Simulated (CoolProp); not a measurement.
A Linde-Hampson liquefier for normal hydrogen: isothermal reversible compression at 230 K from 1 atm to 15 MPa, throttling to 1 atm, return gas leaving the recuperator 0 K below the feed. Each further row changes one setting.

Model: reference Helmholtz-energy equation of state, Leachman 2009, in CoolProp.

```json
[
 {"case": "as stated", "compression work (kJ/kg of gas)": "4840"},
 {"case": "high pressure 30 MPa", "compression work (kJ/kg of gas)": "5600"},
 {"case": "warm-end temperature 260 K", "compression work (kJ/kg of gas)": "5460"},
 {"case": "warm-end gap 5 K", "compression work (kJ/kg of gas)": "4840"}
]
```
